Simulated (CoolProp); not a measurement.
The fluid at 439.35 K and 0.367 MPa flows at 3 m/s in a round tube of 4.6 mm bore and 15 µm roughness, fully developed (64/Re and Nu = 3.66 if laminar; Colebrook and Gnielinski if turbulent). The same conditions are run with several fluids, on thermodynamics alone (safety and materials aside).

Values from CoolProp's reference Helmholtz-energy equation of state of each fluid (cyclopentane: Gedanitz 2015; R143a: Lemmon and Jacobsen 2000; c-C4F8 (RC318): Platzer 1990; n-hexane: Thol 2019; ammonia: Gao 2020). The equations of Platzer and Polt are older, rougher fits.

```csv
fluid,Reynolds number,Darcy friction factor,pressure drop (Pa/m),heat-transfer coefficient (W/(m² K)),mass flow (kg/h)
cyclopentane,9280,0.0360,260,202,1.33
R143a,7310,0.0377,316,162,1.54
c-C4F8 (RC318),16800,0.0326,661,271,3.71
n-hexane,13900,0.0336,307,294,1.68
ammonia,1540,0.0416,70.3,34.6,0.310
```

Transport values come from each fluid's own correlations; those of cyclopentane, R143a, c-C4F8 (RC318) are estimates that may be off by 10 % or more.
